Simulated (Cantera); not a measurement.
An isothermal, constant-pressure homogeneous reactor starts with N2O : H2O = 1 : 0.02 (molar parts), at 1225 K and 0.132 atm.

Detailed kinetics in Cantera: GRI-Mech 3.0 (53 species, 325 reactions). GRI-Mech 3.0 was tuned for natural gas; its chemistry of N2O as a main component is partial and can be far from experiment. The mechanism lacks the step 2 NO + O2 → 2 NO2, which can matter for NO2 below about 1400 K. The temperature is held fixed by assumption; the heat of reaction is taken as removed at once.

One state of this run: x N2O = 0.659; x H2O = 0.0175; x O = 2.46e-6; x H = 2.96e-9; x OH = 1.88e-5; x NO2 = 0.000423. x: mole fraction; the columns are a selection and need not sum to one.

Q: Which value of t (s) does it belong to?
(A) 2.00
(B) 0.0310
(C) 0.249
(D) 0.00387

A: A, 2.00
